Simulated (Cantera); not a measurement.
Cantera run:

```python
import numpy as np
import cantera as ct

gas_names = [...]  # 151 gases of nasa_gas.yaml made of C, H, N, O, Si
cond_names = """
    C(gr) C6H6(L) C7H8(L) C8H18(L),n-octa H2O(s) H2O(L) Si(cr) Si(L) SiC(b) SiO2(Lqz) SiO2(hqz) SiO2(L)
    Si2N2O(s) Si3N4(a)
""".split()


# ... load() reads the species with a 1 bar reference pressure and builds the phases ...
atoms = {
    'HMDSO': {'Si': 2, 'C': 6, 'H': 18, 'O': 1},
    'O2': {'O': 2},
    'N2': {'N': 2},
    'NO': {'N': 1, 'O': 1},
}
top_T = {'C(gr)': 4500, 'SiC(b)': 3050, 'Si2N2O(s)': 2100, 'Si3N4(a)': 2400}  # K; cautious upper limits of use, not melting points


# ... equilibrate(T, P, feed) seeds the gas with the atoms and calls Mixture.equilibrate('TP', solver="vcs", rtol=1e-11, max_steps=5000) ...
results = []
feed = {'HMDSO': 1, 'O2': 6.4, 'N2': 11, 'NO': 3.8}  # mol
T = 1950  # K
P = 13332.2  # Pa
mix = equilibrate(T, P, feed)
results.append((T, P, feed, dict(zip(mix.species_names, mix.species_moles))))
print(gas.report(threshold=0.0001))
for i in range(1, mix.n_phases):
    print(f"{mix.phase(i).name:16s} {mix.phase_moles(i):12.5e} mol")
```

It prints:

```
       temperature   1950 K
          pressure   13332 Pa
           density   0.019714 kg/m^3
  mean mol. weight   23.975 kg/kmol
   phase of matter   gas

                          1 kg             1 kmol
                     ---------------   ---------------
          enthalpy       -1.3511e+06       -3.2392e+07  J
   internal energy       -2.0273e+06       -4.8605e+07  J
           entropy             11656        2.7945e+05  J/K
    Gibbs function       -2.4081e+07       -5.7732e+08  J
 heat capacity c_p            1688.8             40488  J/K
 heat capacity c_v              1342             32174  J/K

                      mass frac. Y      mole frac. X     chem. pot. / RT
                     ---------------   ---------------   ---------------
                CO           0.17687           0.15139           -38.337
               CO2           0.11656            0.0635             -60.6
                 H        4.4388e-05         0.0010557           -11.797
                H2         0.0095092           0.11308           -23.595
               H2O           0.15677           0.20864           -45.858
                N2           0.53985           0.46201           -29.643
                OH        0.00012548        0.00017689            -34.06
               SiO        0.00024145        0.00013131           -46.714
     [ +143 minor]        1.7953e-05         1.409e-05

C(gr)             0.00000e+00 mol
Si(L)             0.00000e+00 mol
SiC(b)            0.00000e+00 mol
SiO2(L)           1.99631e+00 mol
Si2N2O(s)         0.00000e+00 mol
Si3N4(a)          0.00000e+00 mol
```

Equilibrium computed with Cantera from the NASA thermochemical tables; the gas is ideal and each condensed phase is pure. The feed counts by its element totals alone. The tables hold silica as quartz up to 1696 K and as liquid above; real silica turns to tridymite and cristobalite and melts near 1996 K. Gases not in the tables: Si(OH)4.
